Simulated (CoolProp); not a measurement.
Computed with CoolProp (reference Helmholtz-energy equation of state, Bücker 2006).

Task: For n-butane, give the phase and the speed of sound (m/s) at 255.6 K and 0.417 MPa; 300.7 K and 2.5 MPa; 348.1 K and 0.0211 MPa.

Result: 
- 255.6 K and 0.417 MPa: liquid; speed of sound 1130
- 300.7 K and 2.5 MPa: liquid; speed of sound 913
- 348.1 K and 0.0211 MPa: gas; speed of sound 231
